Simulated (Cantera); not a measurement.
A Cantera script and what it prints.

```python
import numpy as np
import cantera as ct

gas_names = """
    CL CL2 H HCL H2 Si SiCL SiCL2 SiCL3 SiCL4 SiH SiHCL3 SiH2 SiH2CL2 SiH3 SiH3CL SiH4 Si2 Si3
""".split()
cond_names = """
    Si(cr) Si(L)
""".split()


# ... load() reads the species with a 1 bar reference pressure and builds the phases ...
atoms = {
    'Si3H8': {'Si': 3, 'H': 8},
    'Cl2': {'CL': 2},
    'H2': {'H': 2},
}
top_T = {}  # K; cautious upper limits of use, not melting points


# ... equilibrate(T, P, feed) seeds the gas with the atoms and calls Mixture.equilibrate('TP', solver="vcs", rtol=1e-11, max_steps=5000) ...
results = []
T = 998  # K
P = 66000  # Pa
for m in [0.074, 0.16, 0.25, 0.34, 0.43, 0.52, 0.61, 0.7]:
    feed = {'Si3H8': 1, 'Cl2': m, 'H2': 6.2}  # mol
    mix = equilibrate(T, P, feed)
    results.append((T, P, feed, dict(zip(mix.species_names, mix.species_moles))))
    x = sorted(zip(gas.X, gas.species_names), reverse=True)
    print(f"T = {T:g} K  P = {P:g} Pa  n(Cl2) = {m:g} mol  gas = {mix.phase_moles(0):.4g} mol")
    print("   x: " + "  ".join(f"{s} {v:.3e}" for v, s in x if v > 1e-06))
    print("   condensed (mol): " + ("  ".join(f"{mix.phase(i).name} {mix.phase_moles(i):.4g}"
          for i in range(1, mix.n_phases) if mix.phase_moles(i) > 1e-12) or "none"))
```

Result:

```
T = 998 K  P = 66000 Pa  n(Cl2) = 0.074 mol  gas = 10.24 mol
   x: H2 9.926e-01  HCL 4.220e-03  SiHCL3 1.731e-03  SiCL4 1.062e-03  SiH2CL2 3.038e-04  SiCL3 3.626e-05  SiCL2 3.037e-05  SiH3CL 1.360e-05
   condensed (mol): Si(cr) 2.967
T = 998 K  P = 66000 Pa  n(Cl2) = 0.16 mol  gas = 10.28 mol
   x: H2 9.868e-01  HCL 5.515e-03  SiHCL3 3.888e-03  SiCL4 3.135e-03  SiH2CL2 5.190e-04  SiCL3 8.168e-05  SiCL2 5.218e-05  SiH3CL 1.767e-05
   condensed (mol): Si(cr) 2.921
T = 998 K  P = 66000 Pa  n(Cl2) = 0.25 mol  gas = 10.32 mol
   x: H2 9.812e-01  HCL 6.350e-03  SiHCL3 5.966e-03  SiCL4 5.569e-03  SiH2CL2 6.878e-04  SiCL3 1.257e-04  SiCL2 6.955e-05  SiH3CL 2.023e-05
   condensed (mol): Si(cr) 2.872
T = 998 K  P = 66000 Pa  n(Cl2) = 0.34 mol  gas = 10.36 mol
   x: H2 9.759e-01  SiCL4 8.142e-03  SiHCL3 7.911e-03  HCL 6.963e-03  SiH2CL2 8.272e-04  SiCL3 1.671e-04  SiCL2 8.410e-05  SiH3CL 2.206e-05
   condensed (mol): Si(cr) 2.822
T = 998 K  P = 66000 Pa  n(Cl2) = 0.43 mol  gas = 10.4 mol
   x: H2 9.707e-01  SiCL4 1.080e-02  SiHCL3 9.753e-03  HCL 7.453e-03  SiH2CL2 9.477e-04  SiCL3 2.066e-04  SiCL2 9.687e-05  SiH3CL 2.349e-05
   condensed (mol): Si(cr) 2.773
T = 998 K  P = 66000 Pa  n(Cl2) = 0.52 mol  gas = 10.45 mol
   x: H2 9.657e-01  SiCL4 1.352e-02  SiHCL3 1.151e-02  HCL 7.863e-03  SiH2CL2 1.055e-03  SiCL3 2.445e-04  SiCL2 1.084e-04  SiH3CL 2.465e-05
   condensed (mol): Si(cr) 2.724
T = 998 K  P = 66000 Pa  n(Cl2) = 0.61 mol  gas = 10.49 mol
   x: H2 9.607e-01  SiCL4 1.628e-02  SiHCL3 1.320e-02  HCL 8.215e-03  SiH2CL2 1.151e-03  SiCL3 2.810e-04  SiCL2 1.189e-04  SiH3CL 2.563e-05
   condensed (mol): Si(cr) 2.674
T = 998 K  P = 66000 Pa  n(Cl2) = 0.7 mol  gas = 10.53 mol
   x: H2 9.559e-01  SiCL4 1.907e-02  SiHCL3 1.482e-02  HCL 8.525e-03  SiH2CL2 1.240e-03  SiCL3 3.164e-04  SiCL2 1.287e-04  SiH3CL 2.646e-05
   condensed (mol): Si(cr) 2.625
```

Cantera equilibrium calculation (NASA polynomials, part measured and part estimated; ideal gas, pure solids and liquids). The feed counts by its element totals alone. The tables' values for SiCl3 are old estimates; treat these amounts as uncertain.
